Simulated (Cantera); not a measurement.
Input: 1 mol SiH4, 0.051 mol HCl, 4.8 mol N2, 0.014 mol Cl2, equilibrated at 0.260 bar.

Method: chemical equilibrium by Gibbs-energy minimisation in Cantera with the NASA 1993 tables (ideal gas, pure condensed phases). Candidate condensed phases: NH4Cl, Si, Si3N4; 28 gas species. N2 is the only nitrogen source here; it is nearly inert below about 1500 K, so the nitride shown seldom forms there in practice. Rates play no part. All values below are at 1450 K.

Base state: N2 0.667, H2 0.320, HCl 0.0127, H 1.05e-5 (mole fractions); condensed: Si3N4(s).

Q: What changes in the equilibrium state with this change: SiH4 replaced by SiCl4?

A: 
| species | before | after |
|---|---|---|
| N2 | 0.667 | 0.817 |
| SiCl4 | 1.94e-8 | 0.170 |
| HCl | 0.0127 | 0.00868 |
| H2 | 0.320 | 2.37e-9 |
| Cl2 | <1e-9 | 0.00111 |
| H | 1.05e-5 | <1e-9 |
| Cl | 3.40e-7 | 0.00270 |
| SiCl3 | 1.33e-7 | 0.000147 |
| Si3N4(s), mol | 0.333 | 0 |
The tables' values for SiCl3 are old estimates; treat these amounts as uncertain.
